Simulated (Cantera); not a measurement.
**Hydrocarbon pyrolysis for carbon deposition**

A perfectly stirred reactor is fed with 1.22 % C2H6, 98.8 % N2, at 0.00290 bar; it is held at 1323 K, and followed from long to short residence time.

Cantera simulation using GRI-Mech 3.0 (53 species, 325 reactions); the numbers are that mechanism's predictions, not measurements. GRI-Mech 3.0 stops at C3 and has no aromatics, soot or wall deposition, so with more carbon than oxygen in the feed, carbon stays in small species such as C2H2 where larger ones or solid carbon would form. Radical loss at walls, strong at low pressure, is not modelled.

```
τ (s)      x C2H6     x CH4     x CH3      x H2    x C2H2     x C2H     x HCN
-------  --------  --------  --------  --------  --------  --------  --------
9.9      0.000175   0.00277  0.000135    0.0183   0.00943   1.19e-8   6.23e-7
3.5      0.000445   0.00320  0.000210    0.0161   0.00791   1.23e-8   4.15e-7
1.2       0.00116   0.00321  0.000331    0.0130   0.00551   1.11e-8   2.74e-7
0.44      0.00275   0.00253  0.000498   0.00934   0.00284   7.64e-9   1.78e-7
0.15      0.00607   0.00125  0.000656   0.00519  0.000755   2.97e-9   9.75e-8
0.054     0.00967  0.000351  0.000570   0.00192   8.57e-5  5.90e-10   4.21e-8
0.019      0.0116   5.72e-5  0.000291  0.000378   3.00e-6  3.93e-11   8.73e-9
0.0068     0.0121   7.96e-6  0.000117   3.66e-5   3.15e-8    <1e-12  2.47e-10
0.0024     0.0122   1.04e-6   4.34e-5   1.68e-6  1.41e-10    <1e-12    <1e-12
0.00084    0.0122   1.30e-7   1.55e-5   6.00e-8  1.13e-12    <1e-12    <1e-12
0.00030    0.0122   1.67e-8   5.56e-6   2.06e-9    <1e-12    <1e-12    <1e-12
```
x: mole fraction; the columns are a selection and need not sum to one.
